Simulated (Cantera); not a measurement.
Feed: 1 mol CH3SiH3, 0.26 mol C2H2, 270 mol H2, held at 3.10 mbar.

Method: chemical equilibrium by Gibbs-energy minimisation in Cantera with the NASA 1993 tables (ideal gas, pure condensed phases). Candidate condensed phases: C, C6H6, C7H8, C8H18, Si, SiC; 87 gas species. The feed counts by its element totals alone. Gases not in the tables: Si2H6 and higher silanes. The numbers say what is thermodynamically allowed, not how fast it happens.

x: gas mole fraction; n: condensed amount in mol.

```tsv
T (°C)	x H2	x H	x Si	x C2H2 (acetylene)	n C(graphite)	n SiC(s)
650	0.999	4.39e-9	<1e-12	1.19e-10	0.323	1.00
850	1.000	7.65e-7	<1e-12	2.20e-8	0.495	1.00
1050	1.000	2.85e-5	9.53e-11	8.25e-7	0.514	1.00
1250	1.000	?	?	?	0.512	1.000
1450	0.997	?	?	?	?	0.998
1650	0.983	0.0168	0.000223	0.000443	0.339	0.931
1850	0.933	0.0622	0.00304	0.00154	0.495	0
2050	0.818	0.177	0.00299	0.00223	0	0
2250	0.606	0.389	0.00271	0.00187	0	0
```

Task: What belongs in the gaps?

Result: 
- 1250, x H: 0.000415
- 1250, x Si: 4.63e-8
- 1250, x C2H2 (acetylene): 1.18e-5
- 1450, x H: 0.00327
- 1450, x Si: 5.29e-6
- 1450, x C2H2 (acetylene): 9.02e-5
- 1450, n C(graphite): 0.471
